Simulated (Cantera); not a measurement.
Input: 1 mol Al, 0.36 mol Cl2, 39 mol H2, held at 252 °C and 13300 Pa.

Method: chemical equilibrium by Gibbs-energy minimisation in Cantera with the NASA 1993 tables (ideal gas, pure condensed phases). Candidate condensed phases: Al, AlCl3; 12 gas species. The numbers say what is thermodynamically allowed, not how fast it happens.

Base state: H2 0.997, Al2Cl6 0.00273, AlCl3 0.000668 (mole fractions); condensed: Al(s).

Problem. What changes in the equilibrium state with this change: temperature from 252 °C to 275 °C?

Solution. 
```csv
species,before,after
H2,0.997,0.996
Al2Cl6,0.00273,0.00249
AlCl3,0.000668,0.00115
"Al(s), mol",0.760,0.760
```
